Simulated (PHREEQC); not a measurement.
Acid rinse or clean: speciation

Dissolve 1.2 mmol/kgw H2SO4, 130 mmol/kgw CuSO4 and 8.8 mmol/kgw MgCl2 at 20 °C. Closed to the air; pH follows from the charge balance.

Model: ion-association model, wateq4f.dat, run in PHREEQC.

Each row changes one thing in this solution. No solid was allowed to form.

```json
[
 {"case": "as made", "pH": "3.14", "ionic strength (mol/kgw)": "0.281", "Cu+2 (mol/kgw)": "0.0676", "SO4-2 (mol/kgw)": "0.0636", "CuSO4 (mol/kgw)": "0.0617", "MgSO4 (mol/kgw)": "0.00446", "SI of Chalcanthite (CuSO4:5H2O)": "-0.83", "SI of Epsomite (MgSO4:7H2O)": "-2.47"},
 {"case": "diluted 2-fold with water", "pH": "[?]", "ionic strength (mol/kgw)": "0.153", "Cu+2 (mol/kgw)": "0.0366", "SO4-2 (mol/kgw)": "0.0348", "CuSO4 (mol/kgw)": "0.0282", "MgSO4 (mol/kgw)": "0.00199", "SI of Chalcanthite (CuSO4:5H2O)": "-1.18", "SI of Epsomite (MgSO4:7H2O)": "-2.83"},
 {"case": "diluted 100-fold with water", "pH": "[?]", "ionic strength (mol/kgw)": "0.00487", "Cu+2 (mol/kgw)": "0.00115", "SO4-2 (mol/kgw)": "0.00115", "CuSO4 (mol/kgw)": "0.000147", "MgSO4 (mol/kgw)": "1.03e-5", "SI of Chalcanthite (CuSO4:5H2O)": "-3.47", "SI of Epsomite (MgSO4:7H2O)": "-5.12"},
 {"case": "diluted 5-fold with water", "pH": "[?]", "ionic strength (mol/kgw)": "0.0687", "Cu+2 (mol/kgw)": "0.0164", "SO4-2 (mol/kgw)": "0.0158", "CuSO4 (mol/kgw)": "0.00954", "MgSO4 (mol/kgw)": "0.000668", "SI of Chalcanthite (CuSO4:5H2O)": "-1.65", "SI of Epsomite (MgSO4:7H2O)": "-3.31"}
]
```

### Question
Fill in the missing entries.

### Answer

- diluted 2-fold with water, pH: 3.33
- diluted 100-fold with water, pH: 4.67
- diluted 5-fold with water, pH: 3.60
